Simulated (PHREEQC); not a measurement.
**Buffer (model solution)**

Consider water at 20 °C with 1.7 mmol/kgw NH4Cl, 0.12 mmol/kgw NaOH and 190 mmol/kgw LiCl. Closed to the air; pH follows from the charge balance.

All values are PHREEQC results (ion-association model, phreeqc.dat), not measurements.

Each row changes one thing in this solution. Precipitation was switched off in this run.

```tsv
case	pH	NH4+ (mol/kgw)	NH3 (mol/kgw)	SI of Halite (NaCl)
as made	8.45	0.00158	0.000117	-6.47
LiCl from 0.19 to 0.019 mol/kgw	8.34	0.00158	0.000118	-7.29
LiCl left out	8.30	0.00158	0.000119	-8.30
NH4Cl from 0.0017 to 0.017 mol/kgw	7.44	0.0169	0.000120	-6.44
0.0041 mol/kgw Na2SO4 added	8.46	0.00156	0.000117	-4.64
diluted 10-fold with water	8.28	0.000160	1.05e-5	-8.32
diluted 5-fold with water	8.33	0.000318	2.22e-5	-7.76
NH4Cl from 0.0017 to 0.00255 mol/kgw	8.27	0.00243	0.000118	-6.47
NaOH from 0.00012 to 0.000108 mol/kgw	8.40	0.00159	0.000106	-6.52
```
